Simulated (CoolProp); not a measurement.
Vapour pressure (MPa) of C3F8 (R218): the reference equation beside estimates from Tc = 71.9 °C, pc = 2.640 MPa, ω = 0.317. Clausius-Clapeyron is anchored at -36.15 °C with a constant enthalpy of vaporisation of 19.73 kJ/mol.

The numbers come from the reference Helmholtz-energy equation of state, Lemmon 2006 in CoolProp. It is a short technical equation, of lower accuracy than the large ones.

```tsv
T (°C)	reference	Lee-Kesler	Clausius-Clapeyron	van der Waals	Redlich-Kwong	Soave-Redlich-Kwong	Peng-Robinson
-81.95	0.007279	0.007066	0.009481	0.1427	0.02229	0.007194	0.007545
-66.65	0.02073	0.02034	0.02378	0.2261	0.05267	0.02054	0.02108
-51.45	0.04954	0.04909	0.05227	0.3369	0.1072	0.04923	0.04978
-36.15	0.1043	0.1041	0.1043	0.4804	0.1965	0.1041	0.1041
-20.95	0.1969	0.1975	0.1907	0.6577	0.3293	0.1974	0.1960
-5.65	0.3435	0.3453	0.3265	0.8742	0.5174	0.3461	0.3422
9.55	0.5587	0.5619	0.5260	1.130	0.7679	0.5657	0.5581
24.85	0.8640	0.8683	0.8093	1.429	1.093	0.8782	0.8666
40.05	1.276	1.282	1.191	1.772	1.498	1.300	1.286
```

Absolute difference from the reference over all 9 rows, mean and median: Lee-Kesler 0.9 and 0.5 %, Clausius-Clapeyron 8.6 and 5.9 %, van der Waals 487.4 and 234.0 %, Redlich-Kwong 84.9 and 67.2 %, Soave-Redlich-Kwong 1.0 and 0.9 %, Peng-Robinson 0.9 and 0.5 %.
